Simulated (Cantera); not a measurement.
A perfectly stirred reactor is fed with N2O : N2 = 1 : 2.1 (molar parts), at 0.0267 bar; it is held at 1398 K, and followed from long to short residence time.

Cantera simulation using GRI-Mech 3.0 (53 species, 325 reactions); the numbers are that mechanism's predictions, not measurements. GRI-Mech 3.0 was tuned for natural gas; its chemistry of N2O as a main component is partial and can be far from experiment. Radical loss at walls, strong at low pressure, is not modelled. The mechanism lacks the step 2 NO + O2 → 2 NO2, which can matter for NO2 below about 1400 K. The temperature is held fixed by assumption; the heat of reaction is taken as removed at once.

What does this change do: temperature 1398 to 1100 K?


| quantity | before | after |
|---|---|---|
| x(N2O) at τ = 2.60 s | 0.145 | 0.321 |
| x(O2) at τ = 2.60 s | 0.0616 | 0.000803 |
| x(NO2) at τ = 2.60 s | 7.13e-6 | 2.25e-8 |
| x(O) at τ = 2.60 s | 2.48e-5 | 3.32e-7 |
| x(N2) at τ = 2.60 s | 0.764 | 0.679 |
| x(N2O) at τ = 70.0 ms | 0.312 | 0.323 |
| x(O2) at τ = 70.0 ms | 0.00356 | 2.15e-5 |
| x(NO2) at τ = 70.0 ms | 2.29e-7 | 3.25e-11 |
| x(O) at τ = 70.0 ms | 2.49e-5 | 3.27e-7 |
| x(N2) at τ = 70.0 ms | 0.682 | 0.677 |

What does this change do: pressure from 0.0267 bar to 0.0390 bar?


```json
[
 {"quantity": "x(N2O) at τ = 2.60 s", "before": "0.145", "after": "0.116"},
 {"quantity": "x(O2) at τ = 2.60 s", "before": "0.0616", "after": "0.0717"},
 {"quantity": "x(NO2) at τ = 2.60 s", "before": "7.13e-6", "after": "1.18e-5"},
 {"quantity": "x(O) at τ = 2.60 s", "before": "2.48e-5", "after": "2.45e-5"},
 {"quantity": "x(N2) at τ = 2.60 s", "before": "0.764", "after": "0.778"},
 {"quantity": "x(N2O) at τ = 70.0 ms", "before": "0.312", "after": "0.308"},
 {"quantity": "x(O2) at τ = 70.0 ms", "before": "0.00356", "after": "0.00514"},
 {"quantity": "x(NO2) at τ = 70.0 ms", "before": "2.29e-7", "after": "5.48e-7"},
 {"quantity": "x(O) at τ = 70.0 ms", "before": "2.49e-5", "after": "2.49e-5"},
 {"quantity": "x(N2) at τ = 70.0 ms", "before": "0.682", "after": "0.685"}
]
```

What does this change do: temperature 1398 to 1200 K?


```json
[
 {"quantity": "x(N2O) at τ = 2.60 s", "before": "0.145", "after": "0.307"},
 {"quantity": "x(O2) at τ = 2.60 s", "before": "0.0616", "after": "0.00588"},
 {"quantity": "x(NO2) at τ = 2.60 s", "before": "7.13e-6", "after": "3.50e-7"},
 {"quantity": "x(O) at τ = 2.60 s", "before": "2.48e-5", "after": "1.83e-6"},
 {"quantity": "x(N2) at τ = 2.60 s", "before": "0.764", "after": "0.685"},
 {"quantity": "x(N2O) at τ = 70.0 ms", "before": "0.312", "after": "0.322"},
 {"quantity": "x(O2) at τ = 70.0 ms", "before": "0.00356", "after": "0.000164"},
 {"quantity": "x(NO2) at τ = 70.0 ms", "before": "2.29e-7", "after": "1.47e-9"},
 {"quantity": "x(O) at τ = 70.0 ms", "before": "2.49e-5", "after": "1.81e-6"},
 {"quantity": "x(N2) at τ = 70.0 ms", "before": "0.682", "after": "0.678"}
]
```
